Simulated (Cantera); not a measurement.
# Ignition delay

Mixture: CH₄ : O₂ : N₂ : H₂ = 1 : 2.17 : 8.17 : 0.051 (molar parts), equivalence ratio 0.93, at 9.87 atm, adiabatic and at constant pressure. Ignition delay is the time to a rise of 400 K.

Computed with Cantera and GRI-Mech 3.0 (53 species, 325 reactions).

```json
[
 {"T0 (K)": "1125", "delay (ms)": "5.11"},
 {"T0 (K)": "1175", "delay (ms)": "3.06"},
 {"T0 (K)": "1225", "delay (ms)": "1.87"},
 {"T0 (K)": "1275", "delay (ms)": "1.15"},
 {"T0 (K)": "1325", "delay (ms)": "0.714"},
 {"T0 (K)": "1375", "delay (ms)": "0.446"}
]
```

```json
{
  "apparent activation energy between 1275 and 1375 K": "140 kJ/mol"
}
```
